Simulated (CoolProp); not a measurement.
Vapour-liquid equilibrium of R22 (1) + R152A (2) at 253.6 K; x and y are mole fractions of (1).

Values from CoolProp's multi-fluid Helmholtz-energy mixture model, Kamei 1995 and Outcalt 1996; pair parameters Bell 2016.

```
x      bubble pressure, mixture model (MPa)  bubble pressure, Raoult's law (MPa)  y, mixture model  y, Raoult's law
-----  ------------------------------------  -----------------------------------  ----------------  ---------------
0.05                                 0.1277                               0.1293             0.083            0.096
0.125                                0.1349                               0.1388             0.199            0.225
0.2                                  0.1425                               0.1483             0.306            0.337
0.275                                0.1504                               0.1578             0.405            0.435
0.35                                 0.1588                               0.1673             0.495            0.522
0.425                                0.1676                               0.1768             0.579            0.600
0.5                                  0.1769                               0.1863             0.656            0.670
0.575                                0.1867                               0.1958             0.726            0.733
0.65                                 0.1970                               0.2053             0.789            0.790
0.725                                0.2077                               0.2148             0.845            0.842
0.8                                  0.2188                               0.2243             0.895            0.890
0.875                                0.2302                               0.2338             0.939            0.934
0.95                                 0.2418                               0.2433             0.978            0.975
```

The largest gap from Raoult's law is -5.2 % in bubble pressure, at x = 0.425. No azeotrope shows between x = 0.05 and 0.95.

Pair parameters are fitted to limited data, so mixtures are less certain than the pure fluids.
